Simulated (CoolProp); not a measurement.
A simple Rankine cycle with vinyl chloride: condensing at 294.15 K, boiler at 1.43 MPa, turbine inlet 389.1 K, turbine efficiency 0.8, pump efficiency 0.7, no recuperator. Each further row changes one setting.

The numbers come from the reference Helmholtz-energy equation of state, Thol 2022 in CoolProp.

```tsv
case	thermal efficiency (%)	net work (kJ/kg)	heat in (kJ/kg)	turbine exit temperature (K)	volume ratio over the turbine
as stated	11.5	(withheld)	402	325.4	3.70
turbine inlet 409.1 K	11.7	49.8	425	345.6	(withheld)
condensing temperature 286.15 K	(withheld)	(withheld)	414	315.4	4.66
boiler pressure 1 MPa	9.0	(withheld)	409	342.8	2.63
turbine efficiency 0.7	10.0	40.2	402	331.6	3.79
```

Problem. Complete the blanks.

Solution. 
- as stated, net work (kJ/kg): 46.2
- turbine inlet 409.1 K, volume ratio over the turbine: 3.69
- condensing temperature 286.15 K, thermal efficiency (%): 13.0
- condensing temperature 286.15 K, net work (kJ/kg): 54.0
- boiler pressure 1 MPa, net work (kJ/kg): 36.8
